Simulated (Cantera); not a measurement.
# Adiabatic ignition

An adiabatic, constant-pressure homogeneous reactor starts with 10.0 % CH3OH, 7.50 % O2, 82.5 % N2, equivalence ratio 2.0, at 1198 K and 6300 Torr.

Cantera simulation using GRI-Mech 3.0 (53 species, 325 reactions); the numbers are that mechanism's predictions, not measurements. GRI-Mech 3.0 was tuned for natural gas; its chemistry of methanol as a main component is partial and can be far from experiment.

| t (s) | T (K) | x CH3OH | x O2 | x HCO | x NO | x HCN | x H2O |
|---|---|---|---|---|---|---|---|
| 2.00e-6 | 1198 | 0.1000 | 0.0750 | <1e-12 | <1e-12 | <1e-12 | 3.69e-8 |
| 6.59e-6 | 1198 | 0.1000 | 0.0750 | <1e-12 | <1e-12 | <1e-12 | 1.23e-7 |
| 2.17e-5 | 1198 | 0.1000 | 0.0750 | <1e-12 | <1e-12 | <1e-12 | 4.07e-7 |
| 7.17e-5 | 1198 | 0.1000 | 0.0750 | 1.35e-12 | <1e-12 | <1e-12 | 1.36e-6 |
| 0.000236 | 1198 | 0.1000 | 0.0750 | 7.81e-12 | <1e-12 | <1e-12 | 5.45e-6 |
| 0.000779 | 1198 | 0.0999 | 0.0749 | 1.53e-10 | <1e-12 | <1e-12 | 5.84e-5 |
| 0.00257 | 1869 | 8.56e-12 | 2.11e-8 | 3.63e-8 | 1.56e-6 | 1.02e-7 | 0.109 |
| 0.00847 | 1870 | 3.56e-12 | 3.04e-9 | 1.52e-8 | 5.05e-7 | 9.33e-8 | 0.109 |
| 0.0279 | 1870 | 2.45e-12 | 3.04e-9 | 1.52e-8 | 3.18e-7 | 9.13e-8 | 0.109 |
| 0.0920 | 1870 | 1.75e-12 | 3.04e-9 | 1.52e-8 | 3.20e-7 | 9.14e-8 | 0.109 |
| 0.303 | 1870 | 1.73e-12 | 3.04e-9 | 1.52e-8 | 3.28e-7 | 9.36e-8 | 0.109 |
| 1.00 | 1870 | 1.73e-12 | 3.04e-9 | 1.52e-8 | 3.52e-7 | 1.01e-7 | 0.109 |
x: mole fraction; the columns are a selection and need not sum to one.

```yaml
time_of_steepest_temperature_rise: 1.96 ms
temperature at 1.00 s: 1870 K
equilibrium_temperature: 1870 K
x(CH3OH) at 1.00 s: 1.73e-12 (gas-phase equilibrium 1.76e-12)
x(O2) at 1.00 s: 3.04e-9 (gas-phase equilibrium 3.04e-9)
x(HCO) at 1.00 s: 1.52e-8 (gas-phase equilibrium 1.52e-8)
```
